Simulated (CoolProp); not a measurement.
Saturation properties of R152A (Tc = 386.4 K, pc = 4.517 MPa, ω = 0.275).

Values from CoolProp's reference Helmholtz-energy equation of state, Outcalt 1996. It is a modified Benedict-Webb-Rubin equation, recast in Helmholtz form.

```tsv
T (K)	p (MPa)	liquid cp (kJ/(kg K))	vapour Z
216.9	0.01895	1.557	0.9866
218.8	?	1.560	0.9854
220.7	0.02380	1.563	0.9842
222.5	0.02642	1.566	0.9830
224.4	0.02944	1.570	0.9817
226.3	0.03274	1.573	0.9803
228.1	0.03614	1.577	0.9789
230	?	1.580	0.9773
231.8	0.04401	1.584	0.9758
233.7	0.04857	1.588	0.9741
235.6	0.05349	1.592	0.9723
237.4	0.05852	1.596	0.9705
239.3	?	1.601	0.9686
241.2	?	?	0.9665
243	0.07664	1.609	0.9645
```

**Question.** Fill in the missing entries.

**Answer.** 
- 218.8, p (MPa): 0.02126
- 230, p (MPa): 0.04002
- 239.3, p (MPa): 0.06424
- 241.2, p (MPa): 0.07039
- 241.2, liquid cp (kJ/(kg K)): 1.605

It boils at 249.1 K under 1 atm.
